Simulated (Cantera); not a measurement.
Charge: 1 mol CCl4, 0.51 mol CH4, 11 mol H2, equilibrated at 17000 Pa.

These are equilibrium values from Cantera (NASA tables, ideal gas, pure condensed phases), not measurements of a reactor. Candidate condensed phases: C, C6H6, C7H8, C8H18; 91 gas species. The numbers say what is thermodynamically allowed, not how fast it happens. All values below are at 1850 °C.

Base state: H2 0.708, HCl 0.282, H 0.00732, Cl 0.00214, C2H2 (acetylene) 0.00117, CH4 2.66e-5 (mole fractions); condensed: C(graphite).

Q: What changes in the equilibrium state with this change: pressure from 17000 Pa to 3100 Pa?

A: 
```
species            before    after
----------------  -------  -------
H2                  0.708    0.700
HCl                 0.282    0.277
H                 0.00732   0.0170
CH4               2.66e-5  4.74e-6
Cl                0.00214  0.00496
C2H2 (acetylene)  0.00117  0.00116
C(graphite), mol     1.48     1.48
```
